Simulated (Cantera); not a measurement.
Input (Python, Cantera) and output of one run.

```python
import numpy as np
import cantera as ct

gas_names = """
    AL ALC ALH ALN ALO ALOH ALO2 ALO2H AL2 AL2O AL2O2 C CH CH2 CH3 CH2OH CH3O CH4 CH3OH CN CO CO2 COOH
    C2 C2H CHCO,ketyl C2H2,acetylene C2H2,vinylidene CH2CO,ketene C2H3,vinyl CH3CN CH3CO,acetyl C2H4
    C2H4O,ethylen CH3CHO,ethanal CH3COOH (HCOOH)2 C2H5 C2H6 CH3OCH3 C2H5OH CCN CNC C2N2 C2O C3
    C3H3,propargyl C3H4,allene C3H4,propyne C3H4,cyclo- C3H5,allyl C3H6,propylene C3H6,cyclo- C3H6O
    C3H7,n-propyl C3H7,i-propyl C3H8 C3H8O,1propanol C3H8O,2propanol C3O2 C4 C4H2 C4H4,1,3-cyclo-
    C4H6,butadiene C4H6,2-butyne C4H6,cyclo- C4H8,1-butene C4H8,cis2-buten C4H8,tr2-butene
    C4H8,isobutene C4H8,cyclo- (CH3COOH)2 C4H9,n-butyl C4H9,i-butyl C4H9,s-butyl C4H9,t-butyl
    C4H10,isobutane C4H10,n-butane C4N2 C5 C5H6,1,3cyclo- C5H8,cyclo- C5H10,1-pentene C5H10,cyclo-
    C5H11,pentyl C5H11,t-pentyl C5H12,n-pentane C5H12,i-pentane CH3C(CH3)2CH3 C6H2 C6H5,phenyl
    C6H5O,phenoxy C6H6 C6H5OH,phenol C6H10,cyclo- C6H12,1-hexene C6H12,cyclo- C6H13,n-hexyl C7H7,benzyl
    C7H8 C7H8O,cresol C7H14,1-heptene C7H15,n-heptyl C7H16,n-heptane C8H8,styrene C8H10,ethylbenz
    C8H16,1-octene C8H17,n-octyl C8H18,isooctane C8H18,n-octane C9H19,n-nonyl C10H8,naphthale
    C10H21,n-decyl C12H9,o-bipheny C12H10,bipheny H HALO HCN HCO HCCN HNC HNCO HNO HNO2 HNO3 HO2 H2
    HCHO,formaldehy HCOOH H2O H2O2 N NCO NH NH2 NH3 NH2OH NO NO2 NO3 N2 N2H2 N2H4 N2O O OH O2 O3
""".split()
cond_names = """
    AL(cr) AL(L) ALN(s) AL2O3(a) AL2O3(L) C(gr) C6H6(L) C7H8(L) C8H18(L),n-octa H2O(s) H2O(L)
""".split()


def load(file, names, dense=False):
    # The tables refer to 1 bar. Condensed volumes are neglected.
    table = {s.name: s for s in ct.Species.list_from_file(file)}
    out = []
    for n in names:
        d = dict(table[n].input_data)
        d["thermo"] = dict(d["thermo"], **{"reference-pressure": 1e5})
        if dense:
            d["equation-of-state"] = {"model": "constant-volume", "density": "1e6 g/cm^3"}
        out.append(ct.Species.from_dict(d))
    return out


gas = ct.Solution(thermo="ideal-gas", species=load("nasa_gas.yaml", gas_names))
cond = {s.name: ct.Solution(thermo="fixed-stoichiometry", species=[s], name=s.name)
        for s in load("nasa_condensed.yaml", cond_names, dense=True)}
atoms = {
    'Al(CH3)3': {'AL': 1, 'C': 3, 'H': 9},
    'H2O': {'H': 2, 'O': 1},
    'N2': {'N': 2},
}
top_T = {'ALN(s)': 2750, 'C(gr)': 4500}  # K; cautious upper limits of use, not melting points


def equilibrate(T, P, feed):
    n = {}
    for name, mol in feed.items():
        for a, k in atoms[name].items():
            n[a] = n.get(a, 0.0) + k * mol
    gas.TPX = T, P, n
    mass = sum(n.values()) * gas.mean_molecular_weight
    gas.equilibrate("TP")
    valid = [c for c in cond.values() if c.min_temp <= T <= top_T.get(c.name, c.max_temp)]
    mix = ct.Mixture([(gas, mass / gas.mean_molecular_weight)] + [(c, 0.0) for c in valid])
    mix.T, mix.P = T, P
    mix.equilibrate("TP", solver="vcs", rtol=1e-11, max_steps=5000)
    return mix


results = []
feed = {'Al(CH3)3': 1, 'H2O': 0.34, 'N2': 1.6}  # mol
T = 2048.15  # K
P = 61000  # Pa
mix = equilibrate(T, P, feed)
results.append((T, P, feed, dict(zip(mix.species_names, mix.species_moles))))
print(gas.report(threshold=1e-05))
for i in range(1, mix.n_phases):
    print(f"{mix.phase(i).name:16s} {mix.phase_moles(i):12.5e} mol")
```

It prints:

```
       temperature   2048.2 K
          pressure   61000 Pa
           density   0.028945 kg/m^3
  mean mol. weight   8.0805 kg/kmol
   phase of matter   gas

                          1 kg             1 kmol
                     ---------------   ---------------
          enthalpy        6.3638e+06        5.1422e+07  J
   internal energy        4.2563e+06        3.4393e+07  J
           entropy             26595         2.149e+05  J/K
    Gibbs function       -4.8107e+07       -3.8872e+08  J
 heat capacity c_p            4323.8             34938  J/K
 heat capacity c_v            3294.8             26623  J/K

                      mass frac. Y      mole frac. X     chem. pot. / RT
                     ---------------   ---------------   ---------------
                AL        0.00084643        0.00025349           -11.912
               ALH        0.00015115        4.3636e-05           -22.072
               CH4        0.00026469        0.00013332           -43.457
                CO           0.18735          0.054047           -37.687
    C2H2,acetylene         0.0025825        0.00080144           -25.953
                 H        0.00031287          0.002508            -10.16
               HCN          0.021484         0.0064236           -27.615
               HNC         0.0013296        0.00039754           -27.615
                H2           0.19054           0.76373            -20.32
                N2           0.59503           0.17163           -29.278
     [ +138 minor]        0.00010863        2.5884e-05

AL(L)             0.00000e+00 mol
ALN(s)            9.98040e-01 mol
AL2O3(a)          0.00000e+00 mol
C(gr)             2.60613e+00 mol
```

Equilibrium computed with Cantera from the NASA thermochemical tables; the gas is ideal and each condensed phase is pure. The feed counts by its element totals alone.
